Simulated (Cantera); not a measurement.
A perfectly stirred reactor is fed with 27.8 % H2, 17.8 % O2, 53.3 % N2, 1.17 % CO2, at 4.30 bar; it is adiabatic with a 425 K inlet, and is followed from long to short residence time, starting on the burning branch (τ in s: 0.048, 0.019, 0.0077, 0.0031, 0.0012, 0.00049, 0.00019, 7.7e-05, 3.1e-05, 1.2e-05).

Computed with Cantera and GRI-Mech 3.0 (53 species, 325 reactions). The hydrogen kinetics of GRI-Mech 3.0 are dated; newer H2 mechanisms differ, most at raised pressure.

x: mole fraction; the columns are a selection and need not sum to one.

```
τ (s)    T (K)     x H2    x O2  x NO2   x H2O2       x H       x O
-------  -----  -------  ------  -----  -------  --------  --------
0.048     2401  0.00274  0.0415      …  7.49e-7  0.000411  0.000870
0.019     2402  0.00280  0.0422      …  7.60e-7  0.000428  0.000902
0.0077    2403  0.00294  0.0430      …  7.73e-7  0.000461  0.000956
0.0031    2401  0.00326  0.0437      …  7.86e-7  0.000533   0.00105
0.0012    2391  0.00402  0.0443      …  8.06e-7  0.000718   0.00126
0.00049   2369  0.00555  0.0448      …  8.57e-7   0.00115   0.00170
0.00019   2324  0.00859  0.0458      …  9.95e-7   0.00228   0.00264
7.7e-5    2252   0.0133  0.0474      …  1.25e-6   0.00461   0.00420
3.1e-5    2146   0.0198  0.0501      …  1.67e-6   0.00908   0.00650
1.2e-5    1998   0.0286  0.0545      …  2.48e-6    0.0169   0.00943
```

**Question.** Some entries are withheld; supply them.

**Answer.** 
- 0.048, x NO2: 5.38e-6
- 0.019, x NO2: 4.08e-6
- 0.0077, x NO2: 2.55e-6
- 0.0031, x NO2: 1.34e-6
- 0.0012, x NO2: 6.63e-7
- 0.00049, x NO2: 3.52e-7
- 0.00019, x NO2: 1.78e-7
- 7.7e-5, x NO2: 8.94e-8
- 3.1e-5, x NO2: 5.00e-8
- 1.2e-5, x NO2: 3.34e-8
